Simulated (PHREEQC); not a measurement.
A made-up water analysis in mg/L, 5 °C, pH 2.09, pe 9.8:

```tsv
constituent	mg/L
Na	603
K	24.4
Ca	261
Mg	29.9
Cl	340
S(6) as SO4	2350
P as PO4	4.75
Zn	3.26
Si as SiO2	59.8
Cu(2)	42.4
N(5) as NO3	0.821
```

Valence states are taken as typed.

Equilibrium calculation in PHREEQC: ion-association model, wateq4f.dat.

Question: The ionic strength comes out as 0.0693 mol/kgw. What activity coefficients do SO4-2, Zn+2, NO3-, Na+, HSO4- get?

Answer: SO4-2 0.43, Zn+2 0.45, NO3- 0.79, Na+ 0.81, HSO4- 0.81.

Precipitation was switched off in this run. The solution is supersaturated, for example in Quartz (slow to form), Chalcedony (slow to form), so a real one may precipitate; this is no full list. H3PO4, which wateq4f.dat lacks, is added to it with the constant of phreeqc.dat. At this temperature some constants are extrapolated from 25 °C, and those without enthalpy data are left unchanged. The database has no phosphate complexes of Cu, Zn.
